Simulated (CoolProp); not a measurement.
A simple Rankine cycle with CH2F2 (R32): condensing at 301.15 K, boiler at 4.46 MPa, turbine inlet 340.9 K, turbine efficiency 0.75, pump efficiency 0.6, no recuperator. Each further row changes one setting.

The numbers come from the reference Helmholtz-energy equation of state, Tillner-Roth 1997 in CoolProp.

| case | thermal efficiency (%) | net work (kJ/kg) | heat in (kJ/kg) | turbine exit temperature (K) | volume ratio over the turbine |
|---|---|---|---|---|---|
| as stated | ? | 14.9 | 241 | 301.1 | ? |
| turbine inlet 360.9 K | 6.9 | 19.9 | 289 | 303.8 | 2.28 |
| condensing temperature 293.15 K | 7.5 | 19.2 | 256 | 293.1 | 3.24 |
| boiler pressure 3.12 MPa | 4.5 | 12.9 | 288 | 308.0 | 1.63 |
| turbine efficiency 0.65 | ? | 12.3 | 241 | 301.1 | 2.63 |

Problem. Complete the blanks.

Solution. 
- as stated, thermal efficiency (%): 6.2
- as stated, volume ratio over the turbine: 2.60
- turbine efficiency 0.65, thermal efficiency (%): 5.1

The expansion ends wet for: as stated; condensing temperature 293.15 K; turbine efficiency 0.65.
